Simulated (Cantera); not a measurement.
Input: 1 mol Si3N4, 0.037 mol C, 4.1 mol N2, equilibrated at 1723 K and 32.3 Torr.

Cantera equilibrium calculation (NASA polynomials, part measured and part estimated; ideal gas, pure solids and liquids). Candidate condensed phases: C, Si, SiC, Si3N4; 20 gas species. Mutual solubility and eutectic melting of coexisting phases are not modelled. Rates play no part.

Problem. What is the equilibrium state?

Solution. 
- x(N2): 1.000
- x(Si): 3.31e-6
- n(SiC(s)): 0.0370 mol
- n(Si3N4(s)): 0.988 mol
- gas amount: 4.125 mol
- log10 activity of Si(l) (absent): -0.84
- log10 activity of C(graphite) (absent): -0.94
